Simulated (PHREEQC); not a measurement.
A solution holds 3.1 mmol/kgw KOH, 3.1 mmol/kgw KNO3 and 52 mmol/kgw KH2PO4, at 25 °C. It is in equilibrium with CO2 at log p = -3.4 (atm). Otherwise closed; pH follows from the charge balance.

The numbers come from PHREEQC with the ion-association model, phreeqc.dat.

Task: The ionic strength comes out as 0.0610 mol/kgw. What activity coefficients do K+, H2PO4-, HPO4-2, H+, HCO3- get?

Result: K+ 0.80, H2PO4- 0.82, HPO4-2 0.44, H+ 0.85, HCO3- 0.82.

No solid was allowed to form.
